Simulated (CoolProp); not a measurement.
Diethyl ether along the isotherm 480.8 K: density (kg/m³) from the reference equation and from simpler models built on Tc = 467.9 K, pc = 3.717 MPa, ω = 0.282; each cubic takes its own stable root.

Computed with CoolProp (reference Helmholtz-energy equation of state, Thol 2014).

| p (MPa) | phase | reference |
|---|---|---|
| 3.38 | gas | 103.2 |
| 6.76 | supercritical | 424.7 |
| 10.1 | supercritical | 471.1 |
| 13.5 | supercritical | 497.4 |
| 16.9 | supercritical | 516.1 |
| 20.3 | supercritical | 531.0 |
| 23.7 | supercritical | 543.3 |
| 27 | supercritical | 553.7 |
| 30.4 | supercritical | 563.1 |
| 33.8 | supercritical | 571.6 |
| 37.2 | supercritical | 579.3 |

Task: How far does each simpler model (ideal gas, van der Waals, Redlich-Kwong) lie from the reference over these 11 states: mean and median of the absolute difference, and the worst?

Result: 
- ideal gas: mean 31.4 %, median 29.1 %, worst -70.5 % at 480.8 K and 6.76 MPa
- van der Waals: mean 24.6 %, median 26.2 %, worst -27.4 % at 480.8 K and 6.76 MPa
- Redlich-Kwong: mean 6.6 %, median 5.6 %, worst -14.2 % at 480.8 K and 6.76 MPa
